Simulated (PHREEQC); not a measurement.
Dissolve 0.0053 mol/kgw NH4HF2, 0.0079 mol/kgw H2SiF6 and 0.0069 mol/kgw H2SO4 at 25 °C. Closed to the air; pH follows from the charge balance.

All values are PHREEQC results (ion-association model, wateq4f.dat), not measurements.

```tsv
quantity	before	after
pH	1.74	1.11
ionic strength (mol/kgw)	0.0376	0.123
HF (mol/kgw)	0.00971	0.0104
HSO4- (mol/kgw)	0.00350	0.0532
SO4-2 (mol/kgw)	0.00329	0.0154
F- (mol/kgw)	0.000429	0.000123
```

Q: What was changed between the two runs?
(A) temperature from 25 to 80 °C
(B) NH4HF2 left out
(C) NH4HF2 from 0.0053 to 0.00265 mol/kgw
(D) H2SO4 from 0.0069 to 0.069 mol/kgw
(E) NH4HF2 from 0.0053 to 0.00106 mol/kgw

A: D, H2SO4 from 0.0069 to 0.069 mol/kgw

This is a speciation only: nothing precipitates in the calculation. SiF6-2 is the database's only silicon fluoride.
